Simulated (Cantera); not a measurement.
Cantera run:

```python
import numpy as np
import cantera as ct

gas_names = """
    CL CL2 H HCL H2 N NH NH2 NH3 N2 N2H2 N2H4 Si SiCL SiCL2 SiCL3 SiCL4 SiH SiHCL3 SiH2 SiH2CL2 SiH3
    SiH3CL SiH4 SiN Si2 Si2N Si3
""".split()
cond_names = """
    NH4CL(a) NH4CL(b) Si(cr) Si(L) Si3N4(a)
""".split()


# ... load() reads the species with a 1 bar reference pressure and builds the phases ...
atoms = {
    'SiCl4': {'Si': 1, 'CL': 4},
    'H2': {'H': 2},
    'NH3': {'N': 1, 'H': 3},
}
top_T = {'Si3N4(a)': 2400}  # K; cautious upper limits of use, not melting points


# ... equilibrate(T, P, feed) seeds the gas with the atoms and calls Mixture.equilibrate('TP', solver="vcs", rtol=1e-11, max_steps=5000) ...
results = []
feed = {'SiCl4': 1, 'H2': 41, 'NH3': 0.7}  # mol
P = 280  # Pa
for T in [1000, 1050, 1100, 1150, 1200, 1250, 1300, 1350, 1400, 1450]:
    mix = equilibrate(T, P, feed)
    results.append((T, P, feed, dict(zip(mix.species_names, mix.species_moles))))

top = {s: max(r[3][s] / sum(r[3][g] for g in gas_names) for r in results) for s in gas_names}
cols = sorted((s for s in top if top[s] > 1e-05), key=lambda s: -top[s])[:9]
seen = [c for c in cond_names if any(r[3].get(c, 0) > 1e-12 for r in results)]
print("log10 of partial pressures in bar; condensed amounts in mol")
print(f"{'T/K':>10s}" + "".join(f"{s[:9]:>10s}" for s in cols + seen))
for T, P, feed, n in results:
    ng = sum(n[g] for g in gas_names)
    print(f"{T:10.4g}" + "".join(f"{np.log10(max(n[s] / ng * P / 1e5, 1e-99)):10.3f}" for s in cols)
          + "".join(f"{n.get(c, 0):10.4g}" for c in seen))
```

Result:

```
log10 of partial pressures in bar; condensed amounts in mol
       T/K        H2       HCL     SiCL2     SiCL4        N2    SiHCL3     SiCL3         H   SiH2CL2    Si(cr)  Si3N4(a)
      1000    -2.580    -3.849    -5.926    -4.604    -9.228    -5.487    -5.957    -9.934    -7.338         0     0.175
      1050    -2.582    -3.824    -5.332    -4.702    -9.052    -5.443    -5.646    -9.382    -7.128         0     0.175
      1100    -2.584    -3.786    -4.937    -4.901    -8.629    -5.530    -5.491    -8.879    -7.081         0     0.175
      1150    -2.586    -3.751    -4.717    -5.221    -8.033    -5.749    -5.488    -8.420    -7.178         0    0.1749
      1200    -2.588    -3.731    -4.611    -5.633    -7.379    -6.055    -5.593    -7.999    -7.361         0    0.1747
      1250    -2.588    -3.722    -4.562    -6.080    -6.739    -6.395    -5.748    -7.610    -7.577         0    0.1736
      1300    -2.589    -3.722    -4.530    -6.521    -6.152    -6.729    -5.912    -7.250    -7.788         0    0.1695
      1350    -2.589    -3.731    -4.489    -6.936    -5.654    -7.036    -6.061    -6.917    -7.972         0    0.1575
      1400    -2.589    -3.748    -4.438    -7.325    -5.241    -7.315    -6.195    -6.607    -8.128   0.02381    0.1298
      1450    -2.590    -3.754    -4.427    -7.699    -4.767    -7.601    -6.345    -6.319    -8.312    0.2815   0.03956
```

Method: chemical equilibrium by Gibbs-energy minimisation in Cantera with the NASA 1993 tables (ideal gas, pure condensed phases). Mutual solubility and eutectic melting of coexisting phases are not modelled. The tables' values for SiCl3 are old estimates; treat these amounts as uncertain.
